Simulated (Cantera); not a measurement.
A closed system holds: 1 mol SiCl4, 0.053 mol O2, at 1125 °C and 0.530 bar.

Method: chemical equilibrium by Gibbs-energy minimisation in Cantera with the NASA 1993 tables (ideal gas, pure condensed phases). Candidate condensed phases: Si, SiO2; 15 gas species. The tables' values for SiCl3 are old estimates; treat these amounts as uncertain. The tables hold silica as quartz up to 1696 K and as liquid above; real silica turns to tridymite and cristobalite and melts near 1996 K. The numbers say what is thermodynamically allowed, not how fast it happens.

Base state: SiCl4 0.894, Cl2 0.0942, Cl 0.0118, SiCl3 2.58e-5 (mole fractions); condensed: SiO2(β-quartz).

Question: What changes in the equilibrium state with this change: temperature from 1125 °C to 900 °C?

Answer: 
```tsv
species	before	after
SiCl4	0.894	0.899
Cl2	0.0942	0.0998
Cl	0.0118	0.00154
SiCl3	2.58e-5	3.05e-7
SiO2(β-quartz), mol	0.0530	0.0530
```
